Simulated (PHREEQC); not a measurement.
Consider water at 25 °C with 0.0085 mol/kgw HBr, 0.082 mol/kgw FeCl3 and 0.05 mol/kgw MgCl2. Closed to the air; pH follows from the charge balance.

The numbers come from PHREEQC with the ion-association model, phreeqc.dat.

The pH is 1.86. The ionic strength is 0.458 mol/kgw, the activity of water is 0.993 and the total alkalinity comes out as -172 meq/kg.

```json
[
 {"species": "Cl-", "molality": "0.280", "activity": "0.184", "log γ": "-0.183"},
 {"species": "Mg+2", "molality": "0.0500", "activity": "0.0148", "log γ": "-0.530"},
 {"species": "FeCl+2", "molality": "0.0428", "activity": "0.00949", "log γ": "-0.654"},
 {"species": "Fe+3", "molality": "0.0185", "activity": "0.00171", "log γ": "-1.035"},
 {"species": "H+", "molality": "0.0179", "activity": "0.0138", "log γ": "-0.115"},
 {"species": "FeCl2+", "molality": "0.0114", "activity": "0.00779", "log γ": "-0.163"},
 {"species": "Br-", "molality": "0.00850", "activity": "0.00528", "log γ": "-0.207"},
 {"species": "FeOH+2", "molality": "0.00359", "activity": "0.000797", "log γ": "-0.654"},
 {"species": "Fe2(OH)2+4", "molality": "0.00255", "activity": "1.71e-5", "log γ": "-2.173"},
 {"species": "Fe3(OH)4+5", "molality": "0.000169", "activity": "6.82e-8", "log γ": "-3.395"},
 {"species": "FeCl3", "molality": "0.000129", "activity": "0.000143", "log γ": "0.046"},
 {"species": "Fe(OH)2+", "molality": "2.74e-5", "activity": "1.91e-5", "log γ": "-0.157"}
]
```

No solid was allowed to form. Saturation is exceeded, for instance for Hematite (slow to form), Goethite (slow to form); the values hold only as long as no solid forms.
